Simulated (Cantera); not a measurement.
What does this Cantera script print?

```python
import numpy as np
import cantera as ct

gas_names = """
    CL CL2 H HCL H2 Si SiCL SiCL2 SiCL3 SiCL4 SiH SiHCL3 SiH2 SiH2CL2 SiH3 SiH3CL SiH4 Si2 Si3
""".split()
cond_names = """
    Si(cr) Si(L)
""".split()


def load(file, names, dense=False):
    # The tables refer to 1 bar. Condensed volumes are neglected.
    table = {s.name: s for s in ct.Species.list_from_file(file)}
    out = []
    for n in names:
        d = dict(table[n].input_data)
        d["thermo"] = dict(d["thermo"], **{"reference-pressure": 1e5})
        if dense:
            d["equation-of-state"] = {"model": "constant-volume", "density": "1e6 g/cm^3"}
        out.append(ct.Species.from_dict(d))
    return out


gas = ct.Solution(thermo="ideal-gas", species=load("nasa_gas.yaml", gas_names))
cond = {s.name: ct.Solution(thermo="fixed-stoichiometry", species=[s], name=s.name)
        for s in load("nasa_condensed.yaml", cond_names, dense=True)}
atoms = {
    'SiHCl3': {'Si': 1, 'H': 1, 'CL': 3},
    'HCl': {'H': 1, 'CL': 1},
    'H2': {'H': 2},
}
top_T = {}  # K; cautious upper limits of use, not melting points


def equilibrate(T, P, feed):
    n = {}
    for name, mol in feed.items():
        for a, k in atoms[name].items():
            n[a] = n.get(a, 0.0) + k * mol
    gas.TPX = T, P, n
    mass = sum(n.values()) * gas.mean_molecular_weight
    gas.equilibrate("TP")
    valid = [c for c in cond.values() if c.min_temp <= T <= top_T.get(c.name, c.max_temp)]
    mix = ct.Mixture([(gas, mass / gas.mean_molecular_weight)] + [(c, 0.0) for c in valid])
    mix.T, mix.P = T, P
    mix.equilibrate("TP", solver="vcs", rtol=1e-11, max_steps=5000)
    return mix


results = []
T = 1000  # K
P = 200000  # Pa
for m in [65, 82, 100, 130, 170, 210, 270, 340, 430]:
    feed = {'SiHCl3': 1, 'HCl': 0.51, 'H2': m}  # mol
    mix = equilibrate(T, P, feed)
    results.append((T, P, feed, dict(zip(mix.species_names, mix.species_moles))))

top = {s: max(r[3][s] / sum(r[3][g] for g in gas_names) for r in results) for s in gas_names}
cols = sorted((s for s in top if top[s] > 0.0001), key=lambda s: -top[s])[:8]
seen = [c for c in cond_names if any(r[3].get(c, 0) > 1e-12 for r in results)]
print("log10 of partial pressures in bar; condensed amounts in mol")
print(f"{'n(H2)':>10s}" + "".join(f"{s[:9]:>10s}" for s in cols + seen))
for T, P, feed, n in results:
    ng = sum(n[g] for g in gas_names)
    print(f"{feed['H2']:10.4g}" + "".join(f"{np.log10(max(n[s] / ng * P / 1e5, 1e-99)):10.3f}" for s in cols)
          + "".join(f"{n.get(c, 0):10.4g}" for c in seen))
```

Output:

```
log10 of partial pressures in bar; condensed amounts in mol
     n(H2)        H2    SiHCL3     SiCL4       HCL   SiH2CL2    Si(cr)
        65     0.293    -1.810    -1.962    -2.011    -2.625   0.02981
        82     0.294    -1.904    -2.088    -2.042    -2.686   0.03796
       100     0.295    -1.986    -2.198    -2.069    -2.740   0.04695
       130     0.296    -2.097    -2.347    -2.106    -2.814   0.06215
       170     0.297    -2.215    -2.505    -2.145    -2.892   0.08222
       210     0.298    -2.311    -2.633    -2.177    -2.955    0.1017
       270     0.298    -2.429    -2.791    -2.216    -3.034    0.1298
       340     0.299    -2.542    -2.942    -2.253    -3.109    0.1606
       430     0.299    -2.662    -3.102    -2.293    -3.188    0.1975
```

These are equilibrium values from Cantera (NASA tables, ideal gas, pure condensed phases), not measurements of a reactor. The tables' values for SiCl3 are old estimates; treat these amounts as uncertain.
